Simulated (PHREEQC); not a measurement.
Model water analysis in mmol/kgw, 20 °C, pH 6.68, pe 12.9: Na 0.0529; K 0.00365; Ca 0.0216; Mg 0.0194; Cl 0.0732; S(6) 0.0172; Alkalinity (meq/kgw) 0.0322; Sr 0.000851; Li 0.00366.

Cl is adjusted to close the charge balance.
Valence states are taken as typed.

Model: ion-association model, wateq4f.dat, run in PHREEQC.

ionic strength: 0.000203 mol/kgw

| species | molality | activity | log γ |
|---|---|---|---|
| Cl- | 7.73e-5 | 7.61e-5 | -0.007 |
| Na+ | 5.29e-5 | 5.20e-5 | -0.007 |
| HCO3- | 3.24e-5 | 3.18e-5 | -0.007 |
| Ca+2 | 2.15e-5 | 2.02e-5 | -0.028 |
| Mg+2 | 1.93e-5 | 1.81e-5 | -0.028 |
| SO4-2 | 1.71e-5 | 1.60e-5 | -0.028 |
| CO2 | 1.60e-5 | 1.60e-5 | 0.000 |
| Li+ | 3.66e-6 | 3.60e-6 | -0.007 |
| K+ | 3.65e-6 | 3.59e-6 | -0.007 |
| Sr+2 | 8.48e-7 | 7.95e-7 | -0.028 |

This is a speciation only: nothing precipitates in the calculation.
